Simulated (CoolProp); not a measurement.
Vapour-liquid equilibrium of hydrogen sulfide (1) + n-hexane (2) at 297.8 K; x and y are mole fractions of (1).

Values from CoolProp's multi-fluid Helmholtz-energy mixture model, Lemmon 2006 and Thol 2019; pair parameters Kunz 2012.

Question: Give the bubble pressure and the first vapour's composition at x = 0.05, 0.65, 0.95. Is there an azeotrope?

Answer: x = 0.05: 1.620 bar, y = 0.877; x = 0.65: 13.65 bar, y = 0.988; x = 0.95: 18.87 bar, y = 0.998. No azeotrope shows between x = 0.05 and 0.95.

Pair parameters are fitted to limited data, so mixtures are less certain than the pure fluids. The gap from Raoult's law changes sign with composition, which may be real or a fault of the pair parameters; it wasn't checked against measurements.
